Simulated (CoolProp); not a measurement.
Saturated liquid density (kg/m³) of carbonyl sulfide: the reference equation beside estimates from Tc = 378.8 K, pc = 63.69 bar, ω = 0.098.

The numbers come from the reference Helmholtz-energy equation of state, Lemmon 2006 in CoolProp. It is a short technical equation, of lower accuracy than the large ones.

```csv
T (K),reference,Redlich-Kwong,Peng-Robinson
211.9,1198,1137,1284
226.5,1167,1104,1251
241,1135,1069,1215
255.6,1101,1032,1176
270.1,1066,991.1,1134
284.7,1028,946.7,1086
299.2,987.2,898.3,1033
313.8,942.1,844.4,972.4
328.3,891.5,784.1,903.4
342.9,831.9,714.0,821.1
357.4,757.9,629.2,719.3
372,644.2,508.1,571.0
```

Absolute difference from the reference over all 12 rows, mean and median: Redlich-Kwong 10.1 and 8.5 %, Peng-Robinson 5.6 and 6.0 %.
